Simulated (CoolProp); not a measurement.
Vapour-liquid equilibrium of propylene (1) + n-heptane (2) at 54.7 kPa; x and y are mole fractions of (1).

Model: multi-fluid Helmholtz-energy mixture model, Lemmon 2013 and Span 2003; pair parameters Bell 2016, in CoolProp.

Q: Give the bubble temperature and the first vapour's composition at x = 0.65, 0.8, 0.95. Is there an azeotrope?

A: x = 0.65: 218.6 K, y = 1.000; x = 0.8: 216.2 K, y = 1.000; x = 0.95: 213.8 K, y = 1.000. No azeotrope shows between x = 0.05 and 0.95.

The pair parameters rest on a limited set of measurements; away from them the model extrapolates. The gap from Raoult's law changes sign with composition, which may be real or a fault of the pair parameters; it wasn't checked against measurements.
